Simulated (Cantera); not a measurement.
A closed system holds: 1 mol FeS, 0.75 mol H2S, 1.3 mol CO2, held at 1225 °C and 1280 Torr.

Equilibrium computed with Cantera from the NASA thermochemical tables; the gas is ideal and each condensed phase is pure. Candidate condensed phases: C, C6H6, C7H8, C8H18, Fe, Fe(CO)5, FeO, Fe(OH)2, Fe(OH)3, FeS, FeSO4, FeS2, Fe2O3, Fe2(SO4)3, Fe3O4, H2O, H2SO4, S; 127 gas species. FeS: taken at fixed stoichiometry. Kinetics and transport are ignored.

Base state: CO2 0.338, CO 0.208, H2O 0.198, S2 0.111, H2S 0.0751, H2 0.0472, COS 0.0110, SO2 0.00951 (mole fractions); condensed: FeS(l).

Question: What changes in the equilibrium state with this change: pressure from 1280 Torr to 488 Torr?

Answer: 
```
species       before    after
-----------  -------  -------
CO2            0.338    0.319
CO             0.208    0.223
H2O            0.198    0.205
H2S           0.0751   0.0564
COS           0.0110  0.00754
SO2          0.00951   0.0123
H2            0.0472   0.0555
S2             0.111    0.118
CS2          8.43e-5  4.22e-5
S            1.02e-5  1.70e-5
FeS(l), mol    1.000    1.000
```

Question: What changes in the equilibrium state with this change: H2S from 0.75 to 2.8 mol?

Answer: 
```csv
species,before,after
H2S,0.0751,0.258
H2O,0.198,0.180
CO,0.208,0.171
CO2,0.338,0.0860
H2,0.0472,0.139
S2,0.111,0.152
COS,0.0110,0.0106
SO2,0.00951,0.00106
CS2,8.43e-5,0.000308
SO,0.000418,0.000151
"FeS(l), mol",1.000,1.00
```
